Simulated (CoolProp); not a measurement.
R507A at 273.86 K and 11.5 MPa is throttled through a valve to 3.68 MPa with no heat exchange. Each further row changes one setting.

The numbers come from the reference Helmholtz-energy equation of state, Lemmon 2003 in CoolProp. It is a pseudo-pure fit of the blend.

```
case                      temperature change (K)  final density (kg/m³)
------------------------  ----------------------  ---------------------
as stated                                   +1.1                   1170
outlet pressure 1.1 MPa                        …                      …
outlet pressure 4.78 MPa                       …                   1170
```

Q: Some entries are withheld; supply them.

A: 
- outlet pressure 1.1 MPa, temperature change (K): +1.3
- outlet pressure 1.1 MPa, final density (kg/m³): 1150
- outlet pressure 4.78 MPa, temperature change (K): +1.0
